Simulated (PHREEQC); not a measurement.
Dissolve 0.0022 mol HF, 0.012 mol NaF, 9.3e-05 mol H2SiF6 and 0.0022 mol H2SO4 per kg of water at 25 °C. Closed to the air; pH follows from the charge balance.

Equilibrium calculation in PHREEQC: ion-association model, phreeqc.dat.

Each row changes one thing in this solution. This is a speciation only: nothing precipitates in the calculation.

| case | pH | ionic strength (mol/kgw) | F- (mol/kgw) | HF (mol/kgw) | SO4-2 (mol/kgw) | HF2- (mol/kgw) | SI of Quartz (SiO2) |
|---|---|---|---|---|---|---|---|
| as made | 3.25 | 0.0146 | 0.00790 | 0.00590 | 0.00204 | 0.000179 | -4.51 |
| H2SiF6 from 9.3e-05 to 0.000186 mol/kgw | 3.23 | 0.0148 | 0.00775 | 0.00605 | 0.00204 | 0.000180 | -4.24 |
| H2SO4 from 0.0022 to 0.00044 mol/kgw | ___ | 0.0127 | 0.0110 | 0.00292 | 0.000418 | 0.000123 | ___ |
| H2SO4 from 0.0022 to 0.00198 mol/kgw | 3.29 | 0.0144 | 0.00826 | 0.00554 | 0.00185 | 0.000176 | -4.44 |
| HF replaced by Na2SiF6 at the same molality | 3.40 | ___ | 0.00774 | 0.00397 | 0.00205 | 0.000118 | ___ |
| 0.014 mol/kgw CuSO4 added | 3.22 | 0.0511 | 0.00769 | 0.00555 | 0.0111 | 0.000164 | -4.45 |
| diluted 100-fold with water | 4.23 | 0.000201 | 0.000136 | 1.18e-5 | 2.19e-5 | 6.13e-9 | -2.05 |
| NaF from 0.012 to 0.12 mol/kgw | 4.40 | 0.117 | 0.109 | 0.00475 | 0.00183 | 0.00199 | -6.56 |

Task: Fill in the missing entries.

Result: 
- H2SO4 from 0.0022 to 0.00044 mol/kgw, pH: 3.70
- H2SO4 from 0.0022 to 0.00044 mol/kgw, SI of Quartz (SiO2): -3.57
- HF replaced by Na2SiF6 at the same molality, ionic strength (mol/kgw): 0.0210
- HF replaced by Na2SiF6 at the same molality, SI of Quartz (SiO2): -2.43

SiF6-2 is the database's only silicon fluoride.
